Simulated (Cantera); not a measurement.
Charge: 1 mol SiF₄, 0.13 mol H₂O, equilibrated at 802 °C and 0.000270 bar.

Cantera equilibrium calculation (NASA polynomials, part measured and part estimated; ideal gas, pure solids and liquids). Candidate condensed phases: H₂O, Si, SiO₂; 38 gas species. Kinetics and transport are ignored.

Base state: SiF₄ 0.783, HF 0.215, H₂O 0.00117 (mole fractions); condensed: SiO₂(β-quartz).

Q: What changes in the equilibrium state with this change: 0.36 mol NH₃ added?

A: 
```tsv
species	before	after
SiF₄	0.783	0.489
H₂	1.71e-7	0.282
HF	0.215	0.135
N₂	0	0.0940
SiF₃	1.03e-8	1.32e-5
H₂O	0.00117	0.000579
SiO₂(β-quartz), mol	0.0643	0.0644
```
The tables' values for SiF₃ are old estimates; treat these amounts as uncertain. Further candidate phases: Si₂N₂O, Si₃N₄.
